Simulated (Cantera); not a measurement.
## Silicon epitaxy and polysilicon growth: SiH2Cl2 + HCl + N2

A closed system holds: 1 mol SiH2Cl2, 0.17 mol HCl, 3.8 mol N2, equilibrated at 1000 Pa.

These are equilibrium values from Cantera (NASA tables, ideal gas, pure condensed phases), not measurements of a reactor. Candidate condensed phases: NH4Cl, Si, Si3N4; 28 gas species. N2 is the only nitrogen source here; it is nearly inert below about 1500 K, so the nitride shown seldom forms there in practice. The tables' values for SiCl3 are old estimates; treat these amounts as uncertain. Rates play no part.

```csv
T (K),x N2,x HCl,x H2,x SiCl2,x SiCl4,x SiCl3,x SiHCl3,x Cl,n Si3N4(s)
1225,0.623,0.262,0.0757,0.00101,0.0356,0.00213,0.000321,2.56e-6,0.265
1275,0.622,0.263,0.0747,0.00285,0.0329,0.00379,0.000377,6.02e-6,0.263
1325,0.622,0.261,0.0745,0.00718,0.0288,0.00617,0.000420,1.31e-5,0.258
1375,0.620,0.255,0.0757,0.0160,0.0229,0.00894,0.000434,2.63e-5,0.248
1425,0.619,0.243,0.0793,0.0310,0.0156,0.0111,0.000398,4.82e-5,0.229
1475,0.619,0.224,0.0859,0.0510,0.00870,0.0114,0.000316,8.02e-5,0.203
1525,0.620,0.198,0.0954,0.0723,0.00400,0.00987,0.000218,0.000122,0.173
```
x: gas mole fraction; n: condensed amount in mol.

From 1225 K to 1525 K the condensed part is Si3N4(s). The main Si-bearing gas is SiCl4 at 1225 K and SiCl2 at 1525 K. The share of Si in condensed phases is highest at 1225 K (79.5 %) and lowest at 1525 K (51.8 %).
